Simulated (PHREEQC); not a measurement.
PHREEQC input (Pitzer model, pitzer.dat):

```
SOLUTION 1
  temp 20
  units mol/kgw
  pH 7 charge
  Cl 0.0046
  Na 0.4646
  C(4) 0.23
END
USE solution 1
INCREMENTAL_REACTIONS false
REACTION 1
  H2O -1
  0 9.886 18.011 24.689 30.178 34.689 38.397 41.444
  43.949 46.007 47.699 49.089 50.232 51.172 51.944 52.578
  53.1 53.528 53.88 54.17 54.408 moles
EQUILIBRIUM_PHASES 1
  Halite 0 0
  Nahcolite 0 0
  Natron 0 0
  Trona 0 0
  CO2(g) -3.4 10
SELECTED_OUTPUT 1
  -reset false
  -pH true
  -pe true
  -ionic_strength true
  -water true
  -activities H2O
  -totals C Cl Na
  -molalities H+ Na+ Cl- CO3-2 OH- HCO3- CO2
  -equilibrium_phases Halite Nahcolite Natron Trona
PRINT
  -reset false
END
```

Selected output (columns that matter, 16 of 21 rows; water left (kg) added in front):

```
water left (kg)	pH	mu	C	Cl	Na	m_H+	m_Na+	m_Cl-	m_CO3-2	m_OH-	m_HCO3-	la_H2O	Trona
0.999131	9.9908	0.6432	0.28212	0.004604	0.465	2.0122e-10	0.465	0.004604	0.17819	0.0001011	0.10391	-0.0046389	0
0.821105	10.015	0.78807	0.33788	0.0056022	0.56582	1.9979e-10	0.56582	0.0056022	0.22225	0.00010781	0.11561	-0.0055184	0
0.554556	10.057	1.181	0.48616	0.0082949	0.83779	2.0037e-10	0.83779	0.0082949	0.34323	0.00011968	0.14292	-0.0077906	0
0.455728	10.076	1.4446	0.58409	0.010094	1.0195	2.0211e-10	1.0195	0.010094	0.42517	0.0001243	0.15891	-0.0092451	0
0.374513	10.093	1.7662	0.70248	0.012283	1.2405	2.0454e-10	1.2405	0.012283	0.52566	0.00012765	0.1768	-0.010965	0
0.25291	10.122	2.6363	1.0194	0.018188	1.837	2.1005e-10	1.837	0.018188	0.79928	0.00012928	0.22014	-0.015444	0
0.20782	10.134	3.2188	1.2302	0.022135	2.2356	2.1207e-10	2.2356	0.022135	0.98317	0.00012702	0.247	-0.018386	0
0.170776	10.144	3.9278	1.4861	0.026936	2.7205	2.1262e-10	2.7205	0.026936	1.2073	0.00012246	0.27879	-0.021989	0
0.115301	10.157	5.8416	2.1773	0.039896	4.0295	2.0537e-10	4.0295	0.039896	1.8122	0.00010643	0.36516	-0.032244	0
0.0947239	10.158	7.1197	2.6412	0.048562	4.9048	1.9541e-10	4.9048	0.048562	2.2149	9.5363e-05	0.42626	-0.039809	0
0.0777976	10.153	8.675	3.2097	0.059128	5.9719	1.7995e-10	5.9719	0.059128	2.7031	8.2845e-05	0.5066	-0.050056	0
0.0504937	10.148	9.3658	3.4531	0.091101	6.455	1.7054e-10	6.455	0.091101	2.9108	7.7755e-05	0.54231	-0.055474	0.046221
0.0401311	10.147	9.3411	3.4346	0.11462	6.4452	1.6926e-10	6.4452	0.11462	2.8959	7.7955e-05	0.53876	-0.055678	0.068649
0.0316346	10.146	9.309	3.4106	0.14541	6.4326	1.676e-10	6.4326	0.14541	2.8765	7.8214e-05	0.53415	-0.055945	0.087036
0.0188903	10.141	9.2086	3.3348	0.24351	6.3935	1.6242e-10	6.3935	0.24351	2.8151	7.9016e-05	0.51971	-0.0568	0.11461
0.014166	10.138	9.1274	3.2729	0.32472	6.3625	1.5825e-10	6.3625	0.32472	2.7649	7.9654e-05	0.50803	-0.057512	0.12482
```

Species that the database lacks are ignored.
